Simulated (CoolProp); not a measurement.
Properties of methane along the isotherm 289.8 K (Tc = 190.6 K, pc = 45.99 bar, ω = 0.011).

Computed with CoolProp (reference Helmholtz-energy equation of state, Setzmann 1991).

```tsv
p (bar)	phase	Z	cp (kJ/(kg K))	expansivity (1/kK)	Prandtl number	fugacity coefficient
0.218	gas	0.9996	2.208	3.456	0.732	0.9996
0.352	gas	0.9993	2.209	3.459	0.732	0.9993
0.569	gas	0.9989	2.211	3.464	0.733	0.9989
0.92	gas	0.9982	2.213	3.472	0.733	0.9982
1.49	gas	0.9971	2.216	3.486	0.734	0.9971
2.4	gas	0.9954	2.222	3.508	0.735	0.9954
3.88	gas	0.9926	2.232	3.543	0.737	0.9926
6.27	gas	0.9880	2.247	3.602	0.741	0.9881
10.1	gas	0.9807	2.272	3.697	0.747	0.9809
16.4	gas	0.9688	2.316	3.860	0.758	0.9692
26.4	gas	0.9501	2.390	4.134	0.777	0.9510
42.7	gas	0.9204	2.525	4.616	0.812	0.9223
69	supercritical	0.8759	2.777	5.461	0.878	0.8789
```

Viscosity comes from a separate model (Quiñones-Cisneros 2006). Thermal conductivity comes from a separate model (Friend 1989).
